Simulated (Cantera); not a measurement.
# Equilibrium for carbothermic reduction: TiO₂ + CH₄ + CO

Charge: 1 mol TiO₂, 1.1 mol CH₄, 0.11 mol CO, at 2.80 bar.

Cantera equilibrium calculation (NASA polynomials, part measured and part estimated; ideal gas, pure solids and liquids). Candidate condensed phases: C, C₆H₆, C₇H₈, C₈H₁₈, H₂O, Ti, TiC, TiO, TiO₂, Ti₂O₃, Ti₃O₅, Ti₄O₇; 113 gas species. Mutual solubility and eutectic melting of coexisting phases are not modelled. TiC: taken at fixed stoichiometry. Condensed phases not in the tables: Magnéli phases beyond Ti₄O₇. Kinetics and transport are ignored.

At 1348 K the condensed part is C(graphite) + Ti₄O₇(s). At 1398 K the condensed part is C(graphite) + Ti₃O₅(s) + Ti₄O₇(s). From 1448 K to 1498 K the condensed part is C(graphite) + Ti₃O₅(s). At 1548 K the condensed part is C(graphite) + TiC(s) + Ti₃O₅(s). From 1598 K to 1648 K the condensed part is TiC(s) + Ti₃O₅(s).

| T (K) | x H₂ | x CO | x CH₄ | x H₂O | x CO₂ | x H | n C(graphite) | n Ti₄O₇(s) | n Ti₃O₅(s) | n TiC(s) |
|---|---|---|---|---|---|---|---|---|---|---|
| 1348 | 0.846 | 0.140 | 0.0117 | 0.00194 | 0.000164 | 1.27e-6 | 0.826 | 0.250 | 0 | 0 |
| 1398 | 0.832 | 0.158 | 0.00847 | 0.00139 | 0.000122 | 2.58e-6 | 0.779 | 0.0925 | 0.210 | 0 |
| 1448 | 0.825 | 0.168 | 0.00635 | 0.000982 | 8.43e-5 | 5.00e-6 | 0.753 | 0 | 0.333 | 0 |
| 1498 | 0.826 | 0.168 | 0.00496 | 0.000677 | 5.33e-5 | 9.34e-6 | 0.755 | 0 | 0.333 | 0 |
| 1548 | 0.823 | 0.172 | 0.00389 | 0.000488 | 3.66e-5 | 1.67e-5 | 0.735 | 0 | 0.331 | 0.00837 |
| 1598 | 0.702 | 0.295 | 0.00216 | 0.000540 | 7.57e-5 | 2.67e-5 | 0 | 0 | 0.238 | 0.286 |
| 1648 | 0.703 | 0.295 | 0.00123 | 0.000572 | 7.49e-5 | 4.46e-5 | 0 | 0 | 0.238 | 0.287 |
x: gas mole fraction; n: condensed amount in mol.
